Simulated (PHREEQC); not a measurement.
Make-up at 25 °C: 62 mmol/kgw NH4F and 1.3 mmol/kgw H2S. Closed to the air; pH follows from the charge balance.

All values are PHREEQC results (ion-association model, wateq4f.dat), not measurements.

Precipitation was switched off in this run.

**Question.** Predict the pH.

**Answer.** pH 5.83.

**Question.** In which forms is S present?

**Answer.** H2S 91 %, HS- 9.0 % of the S.

The polysulfide entries of wateq4f.dat were taken out for this run.
